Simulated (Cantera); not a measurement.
A perfectly stirred reactor is fed with 4.23 % CH4, 18.8 % O2, 70.6 % N2, 6.35 % H2, equivalence ratio 0.62, at 1000000 Pa; it is adiabatic with a 598 K inlet, and is followed from long to short residence time, starting on the burning branch (τ in s: 0.12, 0.053, 0.023, 0.01, 0.0044, 0.0019, 0.00085, 0.00037, 0.00016, 7.1e-05, 3.1e-05, 1.4e-05).

Detailed kinetics in Cantera: GRI-Mech 3.0 (53 species, 325 reactions).

Problem. Predict: blow-out, bracketed by the residence times tried; x(CH4) at τ = 0.120 s; x(O2) at τ = 0.120 s; x(CO) at τ = 0.120 s; x(H2) at τ = 0.120 s; x(CH4) at τ = 0.850 ms; x(O2) at τ = 0.850 ms; x(CO) at τ = 0.850 ms; x(H2) at τ = 0.850 ms.

Solution. 
```json
{
  "blow_out_bracketed_by_the_residence_times_tried": "burning at 31.0 µs, out at 14.0 µs",
  "x(CH4) at τ = 0.120 s": "7.76e-7",
  "x(O2) at τ = 0.120 s": "0.0734",
  "x(CO) at τ = 0.120 s": "7.52e-5",
  "x(H2) at τ = 0.120 s": "5.16e-5",
  "x(CH4) at τ = 0.850 ms": "4.89e-5",
  "x(O2) at τ = 0.850 ms": "0.0740",
  "x(CO) at τ = 0.850 ms": "0.00107",
  "x(H2) at τ = 0.850 ms": "0.000371"
}
```
